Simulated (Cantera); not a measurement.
A Cantera script and what it prints.

```python
import numpy as np
import cantera as ct

gas_names = """
    H HO2 H2 H2O H2O2 Mg MgH MgO MgOH MgO2H2 Mg2 O OH O2 O3
""".split()
cond_names = """
    H2O(s) H2O(L) Mg(cr) Mg(L) MgO(s) MgO(L) MgO2H2(s)
""".split()


# ... load() reads the species with a 1 bar reference pressure and builds the phases ...
atoms = {
    'MgO': {'Mg': 1, 'O': 1},
    'H2': {'H': 2},
}
top_T = {}  # K; cautious upper limits of use, not melting points


# ... equilibrate(T, P, feed) seeds the gas with the atoms and calls Mixture.equilibrate('TP', solver="vcs", rtol=1e-11, max_steps=5000) ...
results = []
feed = {'MgO': 1, 'H2': 1.2}  # mol
T = 2775  # K
P = 25  # Pa
mix = equilibrate(T, P, feed)
results.append((T, P, feed, dict(zip(mix.species_names, mix.species_moles))))
x = sorted(zip(gas.X, gas.species_names), reverse=True)
print(f"T = {T:g} K  P = {P:g} Pa  gas = {mix.phase_moles(0):.4g} mol")
print("   x: " + "  ".join(f"{s} {v:.3e}" for v, s in x if v > 0.001))
print("   condensed (mol): " + ("  ".join(f"{mix.phase(i).name} {mix.phase_moles(i):.4g}"
      for i in range(1, mix.n_phases) if mix.phase_moles(i) > 1e-12) or "none"))
```

Output:

```
T = 2775 K  P = 25 Pa  gas = 4.285 mol
   x: H 5.260e-01  Mg 2.330e-01  O 2.148e-01  H2 1.234e-02  OH 7.990e-03  O2 4.770e-03
   condensed (mol): none
```

These are equilibrium values from Cantera (NASA tables, ideal gas, pure condensed phases), not measurements of a reactor.
